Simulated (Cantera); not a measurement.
A freely propagating, adiabatic, planar premixed flame of H2 : O2 : N2 = 1 : 0.455 : 1.71 (molar parts), unburnt at 625 K and 13300 Pa; mixture-averaged transport, grid criteria slope 0.08 and curve 0.16, no radiation.

Model: the H2/O2 subset of GRI-Mech 3.0, which has no nitrogen chemistry, integrated in Cantera. Burning velocities carry a grid error of a few per cent, more on coarse grids.

Q: How do the results move with these cheaper or finer settings: unity-Lewis-number transport; multicomponent transport; multicomponent+Soret transport; grid criteria slope 0.5, curve 1; grid criteria slope 0.25, curve 0.5; grid criteria slope 0.03, curve 0.06?

A: 
```csv
setting,laminar burning velocity,thermal thickness,peak x(OH),peak x(H2O2),grid points
as above,682 cm/s,6.72 mm,0.0191,8.04e-7,142
unity-Lewis-number transport,428 cm/s,4.93 mm,0.0188,7.57e-7,141
multicomponent transport,668 cm/s,6.67 mm,0.0191,8.02e-7,142
multicomponent+Soret transport,644 cm/s,6.61 mm,0.0191,8.10e-7,142
"grid criteria slope 0.5, curve 1",970 cm/s,12.2 mm,0.0192,7.74e-7,46
"grid criteria slope 0.25, curve 0.5",770 cm/s,7.84 mm,0.0194,7.92e-7,69
"grid criteria slope 0.03, curve 0.06",654 cm/s,6.37 mm,0.0190,8.08e-7,272
```
Unity Lewis numbers drop preferential diffusion, which matters most where H2 and H carry the flame; Soret adds thermal diffusion.
